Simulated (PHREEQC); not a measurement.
Alkaline etch or developer

Dissolve 0.037 mol NaOH and 6.3e-05 mol CO2 per kg of water at 25 °C. Closed to the air; pH follows from the charge balance.

Model: Pitzer model, pitzer.dat, run in PHREEQC.

Each row changes one thing in this solution. Precipitation was switched off in this run.

```csv
case,pH,ionic strength (mol/kgw)
as made,12.48,0.0371
CO2 from 6.3e-05 to 9.45e-05 mol/kgw,12.48,0.0371
NaOH left out,…,…
temperature from 25 to 40 °C,…,0.0371
NaOH from 0.037 to 0.0074 mol/kgw,11.82,0.00746
CO2 left out,…,0.0370
diluted 10-fold with water,11.53,…
diluted 5-fold with water,11.82,0.00741
```

Task: Fill in the missing entries.

Result: 
- NaOH left out, pH: 5.29
- NaOH left out, ionic strength (mol/kgw): 5.15e-6
- temperature from 25 to 40 °C, pH: 12.02
- CO2 left out, pH: 12.49
- diluted 10-fold with water, ionic strength (mol/kgw): 0.00371

Constants without temperature data keep their 25 °C values here.
